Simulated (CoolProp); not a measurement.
Vapour-liquid equilibrium of R21 (1) + ethanol (2) at 134.45 °C; x and y are mole fractions of (1).

Computed with CoolProp (multi-fluid Helmholtz-energy mixture model, Platzer 1990 and Schroeder 2014; pair parameters Bell 2016). This equation is an older, rougher fit; its heat capacities, sound speeds and derivatives of the liquid may be far off and weren't checked against measurements.

Give the bubble pressure and the first vapour's composition at x = 0.05, 0.5, 0.95. Is there an azeotrope?

x = 0.05: 1.197 MPa, y = 0.443; x = 0.5: 2.456 MPa, y = 0.737; x = 0.95: 2.607 MPa, y = 0.940. y crosses x between x = 0.8 and 0.95: the model has an azeotrope there.

The pair parameters rest on a limited set of measurements; away from them the model extrapolates. With so large a gap from Raoult's law the liquid may split in two, which this calculation doesn't test in full.
